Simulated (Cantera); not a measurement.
An isothermal plug-flow reactor at 975 K and 1.97 atm (inlet), inlet velocity 2 m/s, active area per volume 1200 1/m; feed 1.61 % CO, 5.74 % O₂, 90.7 % N₂, 1.95 % H₂O, equivalence ratio 0.14.

Cantera simulation using Deutschmann's 1995 Pt surface mechanism with GRI-Mech 3.0 gas chemistry; the numbers are that mechanism's predictions, not measurements. Catalytic surfaces can have several steady states; this one follows from the mechanism file's or the stated starting coverage. Mass transfer to the wall is taken as infinitely fast.

x: gas mole fraction; θ: surface coverage.

```csv
z (m),x CO,x O₂,x H₂O,x CO₂,θ free Pt,θ O*,θ OH*,θ CO*
8.4e-05,[?],0.0508,0.0197,0.0140,0.258,0.735,0.00425,0.00258
0.00018,[?],0.0502,0.0197,0.0153,0.191,0.805,0.00383,0.000549
0.00039,[?],0.0499,0.0197,0.0160,0.175,0.821,0.00370,0.000112
0.00084,[?],0.0498,0.0197,0.0162,0.171,0.826,0.00367,7.08e-6
0.0018,[?],0.0498,0.0197,0.0162,0.171,0.826,0.00367,2.35e-8
0.0039,<1e-12,0.0498,0.0197,0.0162,0.171,0.826,0.00367,<1e-12
0.0084,<1e-12,0.0498,0.0197,0.0162,0.171,0.826,0.00367,<1e-12
```

Question: Complete the blanks.

Answer: 
- 8.4e-05, x CO: 0.00222
- 0.00018, x CO: 0.000939
- 0.00039, x CO: 0.000233
- 0.00084, x CO: 1.55e-5
- 0.0018, x CO: 5.16e-8
